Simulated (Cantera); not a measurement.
Charge: 1 mol Cu2O, 11 mol CO, 16 mol H2.

Equilibrium computed with Cantera from the NASA thermochemical tables; the gas is ideal and each condensed phase is pure. Candidate condensed phases: C, C6H6, C7H8, C8H18, Cu, CuO, Cu(OH)2, Cu2O, H2O; 113 gas species. The numbers say what is thermodynamically allowed, not how fast it happens.

Task: What condenses at these points (T in K, P in Pa): (1725, 32000); (2175, 10); (1925, 10); (1725, 320); (1775, 100000)?

Result: 
| T (K) | P in Pa | condensed phases | Cu condensed (%) |
|---|---|---|---|
| 1725 | 32000 | Cu | 99.1 |
| 2175 | 10 | gas only | 0.0 |
| 1925 | 10 | gas only | 0.0 |
| 1725 | 320 | Cu | 0.5 |
| 1775 | 100000 | Cu | 99.5 |
